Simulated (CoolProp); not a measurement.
The fluid at 293.15 K and 5.97 MPa is compressed adiabatically to 10.2 MPa with isentropic efficiency 0.7. The same conditions are run with several fluids, on thermodynamics alone (safety and materials aside).

Values from CoolProp's reference Helmholtz-energy equation of state of each fluid (CF4 (R14): Platzer 1990; methane: Setzmann 1991; ethylene: Smukala 2000; carbon monoxide: Lemmon 2006; normal hydrogen: Leachman 2009). The equations of Platzer and Polt are older, rougher fits.

```tsv
fluid	work (kJ/kg)	final temperature (K)	final density (kg/m³)
CF4 (R14)	…	327.3	411
methane	112	347.3	61.2
ethylene	30.7	325.6	…
carbon monoxide	72.3	361.9	92.5
normal hydrogen	…	363.5	6.46
```

Q: Complete the blanks.

A: 
- CF4 (R14), work (kJ/kg): 17.2
- ethylene, final density (kg/m³): 217
- normal hydrogen, work (kJ/kg): 1050
